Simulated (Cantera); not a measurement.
Feed: 1 mol HgO, 0.81 mol N2, equilibrated at 925 K and 10.0 mbar.

Equilibrium computed with Cantera from the NASA thermochemical tables; the gas is ideal and each condensed phase is pure. Candidate condensed phases: Hg, HgO; 10 gas species. Rates play no part.

Base state: Hg 0.433, N2 0.351, O2 0.216 (mole fractions); condensed: gas only.

Question: What changes in the equilibrium state with this change: HgO replaced by PbO?

Answer: 
| species | before | after |
|---|---|---|
| N2 | 0.351 | 1.000 |
| O2 | 0.216 | 2.03e-7 |
| Hg | 0.433 | 0 |
| PbO(yellow), mol | 0 | 1.000 |
Further candidate phases: Pb, PbO, PbO2, Pb3O4.

Question: What changes in the equilibrium state with this change: 1.5 mol NH3 added?

Answer: 
| species | before | after |
|---|---|---|
| N2 | 0.351 | 0.324 |
| H2 | 0 | 0.260 |
| H2O | 0 | 0.208 |
| Hg | 0.433 | 0.208 |
| O2 | 0.216 | <1e-9 |
Further candidate phases: H2O.

Question: What changes in the equilibrium state with this change: HgO replaced by Pb?

Answer: 
```
species     before     after
----------  ------  --------
N2           0.351     1.000
Pb               0  0.000267
Hg           0.433         0
O2           0.216         0
Pb(l), mol       0     1.000
```
Further candidate phases: Pb.
